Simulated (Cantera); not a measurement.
Input: 1 mol SiH4, 0.049 mol CH4, 1000 mol H2, at 3.00 mbar.

Method: chemical equilibrium by Gibbs-energy minimisation in Cantera with the NASA 1993 tables (ideal gas, pure condensed phases). Candidate condensed phases: C, C6H6, C7H8, C8H18, Si, SiC; 87 gas species. Equilibrium is a limit: real reactors are often held back by kinetics, nucleation or transport.

At 2123 K, list the 5 most abundant gas species with their mole fractions, and the condensed phases.

H2 0.936, H 0.0634, Si 0.000933, SiH 2.56e-5, C2H2 (acetylene) 2.20e-5. Condensed: gas only.
